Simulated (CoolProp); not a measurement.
Vapour-liquid equilibrium of ethane (1) + CHF3 (R23) (2) at 225.3 K; x and y are mole fractions of (1).

Model: multi-fluid Helmholtz-energy mixture model, Bücker 2006 and Penoncello 2003; pair parameters Bell 2016, in CoolProp.

```
x      bubble pressure, mixture model (MPa)  bubble pressure, Raoult's law (MPa)  y, mixture model  y, Raoult's law
-----  ------------------------------------  -----------------------------------  ----------------  ---------------
0.05                                 0.6556                               0.5260             0.217            0.057
0.125                                0.7768                               0.5315             0.361            0.140
0.2                                  0.8398                               0.5370             0.428            0.222
0.275                                0.8717                               0.5425             0.465            0.302
0.35                                 0.8877                               0.5480             0.488            0.380
0.425                                0.8955                               0.5535             0.504            0.457
0.5                                  0.8986                               0.5590             0.519            0.533
0.575                                0.8979                               0.5645             0.536            0.607
0.65                                 0.8918                               0.5700             0.556            0.679
0.725                                0.8770                               0.5755             0.586            0.750
0.8                                  0.8469                               0.5810             0.630            0.820
0.875                                0.7912                               0.5864             0.703            0.889
0.95                                 0.6942                               0.5919             0.836            0.956
```

The largest gap from Raoult's law is +62.0 % in bubble pressure, at x = 0.35. y crosses x between x = 0.5 and 0.575: the model has an azeotrope there.

Pair parameters are fitted to limited data, so mixtures are less certain than the pure fluids. With so large a gap from Raoult's law the liquid may split in two, which this calculation doesn't test in full.
